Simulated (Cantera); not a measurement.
A perfectly stirred reactor is fed with 46.1 % CH₄, 17.1 % CO₂, 36.9 % H₂, at 41000 Pa; it is held at 1748 K, and followed from long to short residence time.

Cantera simulation using GRI-Mech 3.0 (53 species, 325 reactions); the numbers are that mechanism's predictions, not measurements. GRI-Mech 3.0 stops at C3 and has no aromatics, soot or wall deposition, so with more carbon than oxygen in the feed, carbon stays in small species such as C2H2 where larger ones or solid carbon would form.

Task: Predict: x(CH₄) at τ = 5.00 s; x(CO₂) at τ = 5.00 s; x(H₂) at τ = 5.00 s; x(CH₃) at τ = 5.00 s; x(CH₄) at τ = 15.0 ms; x(CO₂) at τ = 15.0 ms; x(H₂) at τ = 15.0 ms; x(CH₃) at τ = 15.0 ms.

Result: 
```
Item                     Result
---------------------  --------
x(CH₄) at τ = 5.00 s     0.0151
x(CO₂) at τ = 5.00 s    0.00153
x(H₂) at τ = 5.00 s       0.677
x(CH₃) at τ = 5.00 s   0.000131
x(CH₄) at τ = 15.0 ms     0.212
x(CO₂) at τ = 15.0 ms    0.0832
x(H₂) at τ = 15.0 ms      0.502
x(CH₃) at τ = 15.0 ms   0.00151
```
